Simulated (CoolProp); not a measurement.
Properties of R507A along the isotherm -68.15 °C.

Values from CoolProp's reference Helmholtz-energy equation of state, Lemmon 2003. It is a pseudo-pure fit of the blend.

```
p (MPa)   phase  density (kg/m³)  cv (kJ/(kg K))  conductivity (mW/(m K))  fugacity coefficient
-------  ------  ---------------  --------------  -----------------------  --------------------
0.132    liquid             1382          0.7872                      103                0.2366
0.265    liquid             1383          0.7872                      103                0.1185
0.397    liquid             1383          0.7873                      103               0.07955
0.529    liquid             1383          0.7874                      103               0.06003
0.662    liquid             1383          0.7875                      103               0.04824
0.794    liquid             1384          0.7875                      103               0.04044
0.926    liquid             1384          0.7876                      103               0.03487
1.06     liquid             1384          0.7877                      103               0.03063
1.19     liquid             1385          0.7877                      103               0.02744
1.32     liquid             1385          0.7878                      103               0.02487
1.46     liquid             1385          0.7879                      103               0.02262
1.59     liquid             1385          0.7880                      103               0.02088
1.72     liquid             1386          0.7880                      103               0.01941
1.85     liquid             1386          0.7881                      103               0.01814
```

Thermal conductivity comes from a separate model (Geller 2001).
